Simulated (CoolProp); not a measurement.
Vapour-liquid equilibrium of ethylene (1) + propylene (2) at 0.29 MPa; x and y are mole fractions of (1).

Model: multi-fluid Helmholtz-energy mixture model, Smukala 2000 and Lemmon 2013; pair parameters Bell 2016, in CoolProp.

```csv
x,"bubble temperature, mixture model (K)","bubble temperature, Raoult's law (K)","y, mixture model","y, Raoult's law"
0.05,243.1,242.4,0.292,0.327
0.125,232.3,231.7,0.567,0.599
0.2,223.9,223.6,0.722,0.744
0.275,217.3,217.3,0.813,0.828
0.35,212.0,212.3,0.870,0.881
0.425,207.8,208.0,0.907,0.916
0.5,204.2,204.5,0.932,0.940
0.575,201.2,201.4,0.950,0.957
0.65,198.6,198.8,0.964,0.970
0.725,196.4,196.4,0.975,0.980
0.8,194.3,194.3,0.983,0.987
0.875,192.5,192.4,0.990,0.993
0.95,190.7,190.7,0.996,0.997
```

The largest gap from Raoult's law is +0.7 K in bubble temperature, at x = 0.05. No azeotrope shows between x = 0.05 and 0.95.

The pair parameters rest on a limited set of measurements; away from them the model extrapolates. The gap from Raoult's law changes sign with composition, which may be real or a fault of the pair parameters; it wasn't checked against measurements.
